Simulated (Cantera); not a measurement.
A Cantera script and what it prints.

```python
import numpy as np
import cantera as ct

gas_names = """
    H HO2 H2 H2O H2O2 H2S H2SO4 O OH O2 O3 S SH SO SO2 SO3 S2 S2O S8
""".split()
cond_names = """
    H2O(s) H2O(L) H2SO4(L) S(cr1) S(cr2) S(L)
""".split()


# ... load() reads the species with a 1 bar reference pressure and builds the phases ...
atoms = {
    'H2S': {'H': 2, 'S': 1},
    'O2': {'O': 2},
}
top_T = {}  # K; cautious upper limits of use, not melting points


# ... equilibrate(T, P, feed) seeds the gas with the atoms and calls Mixture.equilibrate('TP', solver="vcs", rtol=1e-11, max_steps=5000) ...
results = []
T = 1448  # K
P = 17  # Pa
for m in [0.46, 0.76, 1.1, 1.4, 1.7, 2, 2.3, 2.5, 2.8, 3.1, 3.4]:
    feed = {'H2S': 1, 'O2': m}  # mol
    mix = equilibrate(T, P, feed)
    results.append((T, P, feed, dict(zip(mix.species_names, mix.species_moles))))

top = {s: max(r[3][s] / sum(r[3][g] for g in gas_names) for r in results) for s in gas_names}
cols = sorted((s for s in top if top[s] > 1e-06), key=lambda s: -top[s])[:5]
seen = [c for c in cond_names if any(r[3].get(c, 0) > 1e-12 for r in results)]
print("log10 of partial pressures in bar; condensed amounts in mol")
print(f"{'n(O2)':>10s}" + "".join(f"{s[:9]:>10s}" for s in cols + seen))
for T, P, feed, n in results:
    ng = sum(n[g] for g in gas_names)
    print(f"{feed['O2']:10.4g}" + "".join(f"{np.log10(max(n[s] / ng * P / 1e5, 1e-99)):10.3f}" for s in cols)
          + "".join(f"{n.get(c, 0):10.4g}" for c in seen))
```

Output:

```
log10 of partial pressures in bar; condensed amounts in mol
     n(O2)        O2       SO2       H2O        H2        S2
      0.46   -11.796    -4.752    -4.214    -4.352    -4.371
      0.76   -11.350    -4.400    -4.164    -4.525    -4.558
       1.1   -10.968    -4.197    -4.149    -4.701    -4.917
       1.4   -10.349    -4.090    -4.124    -4.985    -5.939
       1.7    -4.812    -4.112    -4.113    -7.742   -17.058
         2    -4.469    -4.168    -4.168    -7.969   -17.855
       2.3    -4.314    -4.217    -4.217    -8.096   -18.264
       2.5    -4.247    -4.247    -4.247    -8.160   -18.458
       2.8    -4.175    -4.288    -4.289    -8.237   -18.686
       3.1    -4.122    -4.326    -4.327    -8.302   -18.866
       3.4    -4.082    -4.361    -4.361    -8.356   -19.015
```

Method: chemical equilibrium by Gibbs-energy minimisation in Cantera with the NASA 1993 tables (ideal gas, pure condensed phases).
